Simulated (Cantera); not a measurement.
Charge: 1 mol Fe(CO)5, a varied amount of N2, at 0.133 bar.

These are equilibrium values from Cantera (NASA tables, ideal gas, pure condensed phases), not measurements of a reactor. Candidate condensed phases: C, Fe, Fe(CO)5, FeO, Fe2O3, Fe3O4; 27 gas species. Condensed phases not in the tables: cementite and carbon dissolved in iron. Kinetics and transport are ignored.

Stable condensed phases, one row left out:

```
T in °C \ n(N2) in mol
         5.4  14  23  32  41  50  59  68  77  86  95
   1227    A   A   A   A   A   A   A   A   A   A   A
   1127    B   A   A   A   A   A   A   A   A   A   A
   1077    B   B   A   A   A   A   A   A   A   A   A
   1027    B   B   B   A   A   A   A   A   A   A   A
    977    B   B   B   B   B   B   B   A   A   A   A
    927    B   B   B   B   B   B   B   B   B   B   B
    877    B   B   B   B   B   B   B   B   B   B   B
    827    B   B   B   B   B   B   B   B   B   B   B
    777    B   B   B   B   B   B   B   B   B   B   B
```

A: Fe; B: C + Fe.

Problem. Give the row for 1177 °C.

Solution. 5.4: Fe; 14: Fe; 23: Fe; 32: Fe; 41: Fe; 50: Fe; 59: Fe; 68: Fe; 77: Fe; 86: Fe; 95: Fe.
